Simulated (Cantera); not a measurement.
Input: 1 mol Al, 0.52 mol HCl, 1.8 mol H2, held at 0.00820 bar.

Equilibrium computed with Cantera from the NASA thermochemical tables; the gas is ideal and each condensed phase is pure. Candidate condensed phases: Al, AlCl3; 12 gas species. Kinetics and transport are ignored.

Over these rows the condensed part is Al(l). Partial pressures as log10 of bar:

| T (K) | 1000/T (1/K) | log p AlCl3 | log p H2 | log p AlCl |
|---|---|---|---|---|
| 1250 | 0.8000 | -5.60 | -2.18 | -2.79 |
| 1350 | 0.7407 | -6.76 | -2.18 | -2.78 |
| 1450 | 0.6897 | -7.77 | -2.18 | -2.78 |
| 1550 | 0.6452 | -8.64 | -2.19 | -2.78 |
| 1650 | 0.6061 | -9.41 | -2.19 | -2.79 |
| 1750 | 0.5714 | ? | -2.21 | -2.81 |

Problem. Fit log p(AlCl3) = a + b·(1000/T) to the five rows, give the apparent enthalpy, and predict the row at 1750 K.

Solution. Means: 1000/T = 0.6963, log p = -7.636. Sxy = 0.462231, Sxx = 0.0235159, so b = 19.66 and a = -7.636 − (19.66)×0.6963 = -21.33.
Apparent enthalpy: −19.145 × (19.66) = -376 kJ/mol. With the condensed phases at unit activity, 3 AlCl(g) = AlCl3(g) + 2 Al(l) links this pressure to the main gases: over the six rows their terms move log p by -0.06 in all, so the slope is close to that reaction's ΔH°. The five rows lie within 0.01 of the line.
Prediction at 1750 K: -21.33 + (19.66)×0.5714 = -10.10. The computed value is -10.13, 0.03 from the line.
